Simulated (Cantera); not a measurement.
## Premixed flame

A freely propagating, adiabatic, planar premixed flame of H₂ : O₂ : N₂ : H₂O = 1 : 0.2 : 0.752 : 0.035 (molar parts), equivalence ratio 2.5, unburnt at 523 K and 0.360 bar; mixture-averaged transport, grid criteria slope 0.08 and curve 0.16, no radiation.

Cantera simulation using the H2/O2 subset of GRI-Mech 3.0, which has no nitrogen chemistry; the numbers are that mechanism's predictions, not measurements. Burning velocities carry a grid error of a few per cent, more on coarse grids.

| z (mm) | T (K) | u (m/s) | x H₂ | x O₂ | x H | x O | x HO₂ | x H₂O₂ |
|---|---|---|---|---|---|---|---|---|
| -4.95 | 523 | 5.89 | 0.503 | 0.101 | <1e-8 | <1e-8 | <1e-8 | <1e-8 |
| -3.30 | 523 | 5.89 | 0.503 | 0.101 | <1e-8 | <1e-8 | <1e-8 | <1e-8 |
| -2.47 | 523 | 5.89 | 0.503 | 0.101 | <1e-8 | <1e-8 | <1e-8 | <1e-8 |
| -1.65 | 523 | 5.89 | 0.503 | 0.101 | 8.76e-8 | <1e-8 | 6.67e-7 | <1e-8 |
| -0.825 | 547 | 6.13 | 0.500 | 0.100 | 0.000372 | 1.33e-5 | 0.000137 | 3.30e-6 |
| -0.412 | 751 | 8.26 | 0.470 | 0.0944 | 0.00969 | 0.000214 | 7.15e-5 | 3.66e-6 |
| 0 | 1114 | 11.9 | 0.371 | 0.0586 | 0.0547 | 0.00224 | 2.66e-5 | 3.96e-7 |
| 0.412 | 1346 | 14.4 | 0.289 | 0.0112 | 0.0905 | 0.00170 | 4.80e-6 | 2.05e-7 |
| 0.825 | 1438 | 15.3 | 0.277 | 0.00138 | 0.0910 | 0.000677 | 5.59e-7 | 1.30e-7 |
| 1.65 | 1530 | 16.2 | 0.283 | 0.000208 | 0.0798 | 0.000497 | 8.21e-8 | 1.13e-7 |
| 3.30 | 1632 | 17.1 | 0.293 | 0.000146 | 0.0652 | 0.000407 | 5.59e-8 | 8.71e-8 |
| 6.60 | 1735 | 18.0 | 0.303 | 9.94e-5 | 0.0501 | 0.000287 | 3.85e-8 | 5.45e-8 |
| 13.2 | 1828 | 18.9 | 0.312 | 5.73e-5 | 0.0360 | 0.000170 | 2.38e-8 | 2.92e-8 |
x: mole fraction of selected species; z is measured from the peak of heat release.

| Item | Result |
|---|---|
| laminar burning velocity | 589 cm/s |
| thermal thickness | 1.65 mm |
| peak x(H) | 0.0928 |
| peak x(O) | 0.00264 |
| peak x(HO₂) | 0.000137 |
| peak x(H₂O₂) | 5.54e-6 |
